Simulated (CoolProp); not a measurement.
Values from CoolProp's reference Helmholtz-energy equation of state, Wagner 2002.

Task: For water, give the phase and the density (kg/m³), cv (kJ/(kg K)), isothermal compressibility (1/MPa) at 669.9 K and 165 bar; 669.9 K and 298 bar; 669.9 K and 331 bar.

Result: 
- 669.9 K and 165 bar: gas; density 74.5, cv 2.45, isothermal compressibility 0.0927
- 669.9 K and 298 bar: supercritical; density 393, cv 3.36, isothermal compressibility 0.0940
- 669.9 K and 331 bar: supercritical; density 469, cv 3.11, isothermal compressibility 0.0320
